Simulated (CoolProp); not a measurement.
Values from CoolProp's reference Helmholtz-energy equation of state, Lemmon 2006. It is a short technical equation, of lower accuracy than the large ones.

**Question.** For toluene, give the phase and the speed of sound (m/s), isothermal compressibility (1/MPa), Prandtl number, fugacity coefficient at 620 K and 2.06 MPa; 620 K and 4.13 MPa.

**Answer.** 
- 620 K and 2.06 MPa: gas; speed of sound 203, isothermal compressibility 0.599, Prandtl number 0.772, fugacity coefficient 0.848
- 620 K and 4.13 MPa: supercritical; speed of sound 152, isothermal compressibility 0.473, Prandtl number 0.975, fugacity coefficient 0.704

Viscosity comes from a separate model (Avgeri 2015). Thermal conductivity comes from a separate model (Assael 2012).
